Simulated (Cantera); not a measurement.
An isothermal, constant-pressure homogeneous reactor starts with 38.5 % CH₄, 61.5 % H₂O, at 1650 K and 7500 Torr.

Detailed kinetics in Cantera: GRI-Mech 3.0 (53 species, 325 reactions).

Problem. Predict: x(CH₄) at 9.00 s; x(H₂O) at 9.00 s; x(CH₃) at 9.00 s; x(H₂) at 9.00 s.

Solution. 
- x(CH₄) at 9.00 s: 0.01000 (gas-phase equilibrium 4.23e-5)
- x(H₂O) at 9.00 s: 0.131 (gas-phase equilibrium 0.119)
- x(CH₃) at 9.00 s: 7.29e-6 (gas-phase equilibrium 3.05e-8)
- x(H₂) at 9.00 s: 0.647 (gas-phase equilibrium 0.664)
